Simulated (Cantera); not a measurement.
A closed system holds: 1 mol B2O3, 0.066 mol H2O, 90 mol N2, held at 9.00 Torr.

Cantera equilibrium calculation (NASA polynomials, part measured and part estimated; ideal gas, pure solids and liquids). Candidate condensed phases: B, BN, B2O3, B3O3H3, H2O; 39 gas species. Rates play no part.

Task: What share of the B ends up in condensed phases as a function of T (K), at 950, 1150, 1350, 1550, 1750, 1950, 2150?

Result: 
| T (K) | B condensed (%) | as |
|---|---|---|
| 950 | 100.0 | B2O3(l) |
| 1150 | 99.6 | B2O3(l) |
| 1350 | 95.6 | B2O3(l) |
| 1550 | 49.6 | B2O3(l) |
| 1750 | 0.0 | - |
| 1950 | 0.0 | - |
| 2150 | 0.0 | - |
